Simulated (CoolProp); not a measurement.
Model: reference Helmholtz-energy equation of state, Lemmon 2009, in CoolProp.

**Question.** For propane, give the phase and the cp (kJ/(kg K)), speed of sound (m/s), Joule-Thomson coefficient (K/MPa), viscosity (µPa s) at 384.8 K and 6310 kPa.

**Answer.** 
- 384.8 K and 6310 kPa: supercritical; cp 5.56, speed of sound 239, Joule-Thomson coefficient 4.07, viscosity 34.3

Viscosity comes from a separate model (Vogel 1998).
